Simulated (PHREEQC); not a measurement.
Synthetic water in mg/kgw, 85 °C, pH 5.83, pe 12.1: Na 79.2; K 14.2; Ca 76.7; Mg 82.1; Cl 51.6; S(6) as SO4 451; Alkalinity as HCO3 238; O(0) (dissolved oxygen) 8.32; Pb 44.7; N(5) as NO3 1.75; Sr 0.356; Br 23; B 0.0538.

Valence states are taken as typed.

Model: ion-association model, phreeqc.dat, run in PHREEQC.

No solid was allowed to form.

Problem. Predict the ionic strength, specific conductance, charge-balance error.

Solution. ionic strength 0.0171 mol/kgw; specific conductance 3020 µS/cm; charge-balance error -1.1 %.

Problem. In which forms is S present?

Solution. SO4-2 60 %, MgSO4 31 %, CaSO4 7.5 %, NaSO4- 0.8 % of the S.

Examples of supersaturated solids here: Cerussite, Pb(OH)2. Others may be too. Constants without temperature data keep their 25 °C values here.
